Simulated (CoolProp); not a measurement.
Sulfur hexafluoride at 298.15 K and 1.7 MPa flows at 0.52 m/s in a round tube of 1 mm bore and 45 µm roughness, fully developed (64/Re and Nu = 3.66 if laminar; Colebrook and Gnielinski if turbulent). Each further row changes one setting.

Computed with CoolProp (reference Helmholtz-energy equation of state, Guder 2009).

```tsv
case	Reynolds number	Darcy friction factor	pressure drop (Pa/m)	heat-transfer coefficient (W/(m² K))	mass flow (kg/h)
as stated	4200	0.0736	1300	427	0.191
velocity 1.04 m/s	8390	0.0710	5000	951	0.383
diameter 2 mm	8390	0.0549	484	364	0.766
```

Viscosity comes from a separate model (Quiñones-Cisneros 2012). Thermal conductivity comes from a separate model (Assael 2012).
